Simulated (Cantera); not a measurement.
A perfectly stirred reactor is fed with CH4 : O2 : N2 = 1 : 3.23 : 12.1 (molar parts), equivalence ratio 0.62, at 1.50 bar; it is adiabatic with a 550 K inlet, and is followed from long to short residence time, starting on the burning branch (τ in s: 0.081, 0.035, 0.015, 0.0066, 0.0029, 0.0012, 0.00054, 0.00023, 0.0001, 4.4e-05, 1.9e-05).

Cantera simulation using GRI-Mech 3.0 (53 species, 325 reactions); the numbers are that mechanism's predictions, not measurements.

Task: What does this change do: inlet temperature 550 to 450 K?

Result: 
```
quantity                                                                       before                                 after
------------------------------------------------  -----------------------------------  ------------------------------------
blow-out, bracketed by the residence times tried  burning at 0.100 ms, out at 44.0 µs  burning at 0.230 ms, out at 0.100 ms
x(CH4) at τ = 81.0 ms                                                         7.49e-6                               9.98e-6
x(O2) at τ = 81.0 ms                                                           0.0751                                0.0752
x(O) at τ = 81.0 ms                                                          0.000143                              0.000111
x(C2H4) at τ = 81.0 ms                                                       8.15e-10                               1.68e-9
x(C2H2) at τ = 81.0 ms                                                       6.46e-10                               1.21e-9
x(CH4) at τ = 1.20 ms                                                        0.000125                              0.000162
x(O2) at τ = 1.20 ms                                                           0.0765                                0.0769
x(O) at τ = 1.20 ms                                                           0.00150                               0.00127
x(C2H4) at τ = 1.20 ms                                                        3.77e-8                               6.03e-8
x(C2H2) at τ = 1.20 ms                                                        1.09e-8                               1.47e-8
```

Task: What does this change do: pressure from 1.50 bar to 9.80 bar?

Result: 
```json
[
 {"quantity": "blow-out, bracketed by the residence times tried", "before": "burning at 0.100 ms, out at 44.0 µs", "after": "burning at 0.100 ms, out at 44.0 µs"},
 {"quantity": "x(CH4) at τ = 81.0 ms", "before": "7.49e-6", "after": "2.94e-6"},
 {"quantity": "x(O2) at τ = 81.0 ms", "before": "0.0751", "after": "0.0752"},
 {"quantity": "x(O) at τ = 81.0 ms", "before": "0.000143", "after": "3.00e-5"},
 {"quantity": "x(C2H4) at τ = 81.0 ms", "before": "8.15e-10", "after": "3.15e-10"},
 {"quantity": "x(C2H2) at τ = 81.0 ms", "before": "6.46e-10", "after": "3.49e-10"},
 {"quantity": "x(CH4) at τ = 1.20 ms", "before": "0.000125", "after": "8.45e-5"},
 {"quantity": "x(O2) at τ = 1.20 ms", "before": "0.0765", "after": "0.0759"},
 {"quantity": "x(O) at τ = 1.20 ms", "before": "0.00150", "after": "0.000138"},
 {"quantity": "x(C2H4) at τ = 1.20 ms", "before": "3.77e-8", "after": "1.38e-7"},
 {"quantity": "x(C2H2) at τ = 1.20 ms", "before": "1.09e-8", "after": "7.88e-8"}
]
```

Task: What does this change do: CH4 1 to 0.6 parts?

Result: 
```tsv
quantity	before	after
blow-out, bracketed by the residence times tried	burning at 0.100 ms, out at 44.0 µs	burning at 6.60 ms, out at 2.90 ms
x(CH4) at τ = 81.0 ms	7.49e-6	4.15e-5
x(O2) at τ = 81.0 ms	0.0751	0.128
x(O) at τ = 81.0 ms	0.000143	3.40e-5
x(C2H4) at τ = 81.0 ms	8.15e-10	6.29e-8
x(C2H2) at τ = 81.0 ms	6.46e-10	6.72e-9
x(CH4) at τ = 1.20 ms	0.000125	0.0377
x(O2) at τ = 1.20 ms	0.0765	0.203
x(O) at τ = 1.20 ms	0.00150	<1e-12
x(C2H4) at τ = 1.20 ms	3.77e-8	<1e-12
x(C2H2) at τ = 1.20 ms	1.09e-8	<1e-12
```
